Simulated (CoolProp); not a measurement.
Computed with CoolProp (reference Helmholtz-energy equation of state, Gao 2016).

Task: For sulfur dioxide, give the phase and the Joule-Thomson coefficient (K/MPa) at 344.4 K and 0.186 MPa; 441.8 K and 0.0712 MPa; 250.6 K and 0.939 MPa.

Result: 
- 344.4 K and 0.186 MPa: gas; Joule-Thomson coefficient 23.8
- 441.8 K and 0.0712 MPa: gas; Joule-Thomson coefficient 11.6
- 250.6 K and 0.939 MPa: liquid; Joule-Thomson coefficient -0.281
